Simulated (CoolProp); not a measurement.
Vapour-liquid equilibrium of carbon dioxide (1) + CH3F (R41) (2) at 228 K; x and y are mole fractions of (1).

Model: multi-fluid Helmholtz-energy mixture model, Span 1996 and Lemmon 2006; pair parameters Bell 2016, in CoolProp.

```
x     bubble pressure, mixture model (MPa)  bubble pressure, Raoult's law (MPa)  y, mixture model  y, Raoult's law
----  ------------------------------------  -----------------------------------  ----------------  ---------------
0.05                                0.4889                               0.4897             0.079            0.084
0.2                                 0.5376                               0.5430             0.285            0.305
0.35                                0.5854                               0.5962             0.460            0.485
0.5                                 0.6347                               0.6495             0.614            0.637
0.65                                0.6873                               0.7027             0.751            0.765
0.8                                 0.7444                               0.7560             0.871            0.875
0.95                                0.8058                               0.8093             0.971            0.971
```

The largest gap from Raoult's law is -2.3 % in bubble pressure, at x = 0.5. No azeotrope shows between x = 0.05 and 0.95.

The pair parameters rest on a limited set of measurements; away from them the model extrapolates.
